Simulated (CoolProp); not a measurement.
The fluid at 298.15 K and 12.5 MPa is throttled through a valve to 8.28 MPa with no heat exchange. The same conditions are run with several fluids, on thermodynamics alone (safety and materials aside).

Model: reference Helmholtz-energy equation of state of each fluid (CH3F (R41): Lemmon 2006; ethylbenzene: Zhou 2012; 1,2-dichloroethane: Thol 2015; hydrogen chloride: Thol 2018; chlorine: Thol 2021), in CoolProp.

Task: Rank CH3F (R41), ethylbenzene, 1,2-dichloroethane, hydrogen chloride, chlorine by temperature change (K), highest first.

Result: ethylbenzene (+2.0), 1,2-dichloroethane (+1.7), chlorine (+1.2), hydrogen chloride (-1.4), CH3F (R41) (-1.6)

```csv
fluid,final density (kg/m³)
CH3F (R41),630
ethylbenzene,867
"1,2-dichloroethane",1250
hydrogen chloride,854
chlorine,1410
```
